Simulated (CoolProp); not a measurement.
Vapour-liquid equilibrium of n-hexane (1) + cyclohexane (2) at 407.7 K; x and y are mole fractions of (1).

Model: multi-fluid Helmholtz-energy mixture model, Thol 2019 and Zhou 2014; pair parameters Bell 2016, in CoolProp.

```
x      bubble pressure (bar)  y at the bubble point  dew pressure at overall composition x (bar)  liquid density (mol/L)
-----  ---------------------  ---------------------  -------------------------------------------  ----------------------
0.05                   4.101                  0.069                                        4.075                   7.771
0.125                  4.236                  0.166                                        4.179                   7.636
0.2                    4.364                  0.255                                        4.285                   7.504
0.275                  4.487                  0.339                                        4.393                   7.375
0.35                   4.605                  0.418                                        4.503                   7.249
0.425                  4.718                  0.494                                        4.615                   7.127
0.5                    4.829                  0.566                                        4.728                   7.007
0.575                  4.936                  0.636                                        4.842                   6.890
0.65                   5.040                  0.704                                        4.957                   6.776
0.725                  5.142                  0.770                                        5.073                   6.664
0.8                    5.243                  0.834                                        5.190                   6.555
0.875                  5.342                  0.897                                        5.307                   6.448
0.95                   5.440                  0.959                                        5.425                   6.344
```

No azeotrope shows between x = 0.05 and 0.95.

The pair parameters rest on a limited set of measurements; away from them the model extrapolates.
